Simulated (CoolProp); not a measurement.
Vapour-liquid equilibrium of n-hexane (1) + toluene (2) at 354.9 K; x and y are mole fractions of (1).

Model: multi-fluid Helmholtz-energy mixture model, Thol 2019 and Lemmon 2006; pair parameters Bell 2016, in CoolProp.

| x | bubble pressure (bar) | y at the bubble point | dew pressure at overall composition x (bar) | liquid density (mol/L) |
|---|---|---|---|---|
| 0.05 | 0.4993 | 0.210 | 0.4306 | 8.666 |
| 0.2 | 0.7165 | 0.523 | 0.4944 | 8.364 |
| 0.35 | 0.8911 | 0.674 | 0.5790 | 8.075 |
| 0.5 | 1.042 | 0.772 | 0.6952 | 7.799 |
| 0.65 | 1.181 | 0.848 | 0.8594 | 7.535 |
| 0.8 | 1.316 | 0.915 | 1.091 | 7.283 |
| 0.95 | 1.453 | 0.979 | 1.390 | 7.043 |

No azeotrope shows between x = 0.05 and 0.95.

The pair parameters rest on a limited set of measurements; away from them the model extrapolates.
